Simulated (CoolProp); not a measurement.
Propylene at 503.66 K and 10.9 MPa is throttled through a valve to 2.08 MPa with no heat exchange. Each further row changes one setting.

The numbers come from the reference Helmholtz-energy equation of state, Lemmon 2013 in CoolProp.

```json
[
 {"case": "as stated", "temperature change (K)": "-39.6", "final density (kg/m³)": "24.5"},
 {"case": "outlet pressure 0.624 MPa", "temperature change (K)": "-47.3", "final density (kg/m³)": "7.08"},
 {"case": "outlet pressure 2.7 MPa", "temperature change (K)": "-36.4", "final density (kg/m³)": "32.2"}
]
```
